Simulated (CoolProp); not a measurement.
A simple Rankine cycle with 1,2-dichloroethane: condensing at 290.15 K, boiler at 3.79 MPa, turbine inlet 499 K, turbine efficiency 0.8, pump efficiency 0.6, no recuperator. Each further row changes one setting.

Model: reference Helmholtz-energy equation of state, Thol 2015, in CoolProp.

| case | thermal efficiency (%) | net work (kJ/kg) | heat in (kJ/kg) | turbine exit temperature (K) | volume ratio over the turbine |
|---|---|---|---|---|---|
| as stated | 19.7 | ? | 296 | 290.1 | ? |
| condensing temperature 282.15 K | ? | 63.3 | ? | 282.2 | 3000 |
| boiler pressure 2.65 MPa | 19.9 | ? | ? | 290.1 | 1990 |
| turbine efficiency 0.7 | ? | 50.3 | 296 | 290.1 | ? |

Question: What belongs in the gaps?

Answer: 
- as stated, net work (kJ/kg): 58.2
- as stated, volume ratio over the turbine: 2000
- condensing temperature 282.15 K, thermal efficiency (%): 20.7
- condensing temperature 282.15 K, heat in (kJ/kg): 306
- boiler pressure 2.65 MPa, net work (kJ/kg): 59.4
- boiler pressure 2.65 MPa, heat in (kJ/kg): 298
- turbine efficiency 0.7, thermal efficiency (%): 17.0
- turbine efficiency 0.7, volume ratio over the turbine: 2070

The expansion ends wet for: as stated; condensing temperature 282.15 K; boiler pressure 2.65 MPa; turbine efficiency 0.7.
